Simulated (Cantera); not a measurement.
A closed system holds: 1 mol Si3N4, 0.23 mol N2, 0.0022 mol Si, held at 2775 K and 10.0 mbar.

Cantera equilibrium calculation (NASA polynomials, part measured and part estimated; ideal gas, pure solids and liquids). Candidate condensed phases: Si, Si3N4; 7 gas species. The tables' values for SiN are old estimates; treat these amounts as uncertain. Equilibrium is a limit: real reactors are often held back by kinetics, nucleation or transport.

Base state: Si 0.566, N2 0.427, Si2 0.00406, SiN 0.00257, Si2N 0.000359, Si3 0.000119, N 1.90e-5 (mole fractions); condensed: gas only.

Q: What changes in the equilibrium state with this change: temperature from 2775 K to 1425 K?

A: 
| species | before | after |
|---|---|---|
| N2 | 0.427 | 1.00 |
| Si | 0.566 | 1.61e-9 |
| Si2 | 0.00406 | <1e-9 |
| SiN | 0.00257 | <1e-9 |
| Si2N | 0.000359 | <1e-9 |
| Si3 | 0.000119 | <1e-9 |
| N | 1.90e-5 | <1e-9 |
| Si3N4(s), mol | 0 | 1.00 |
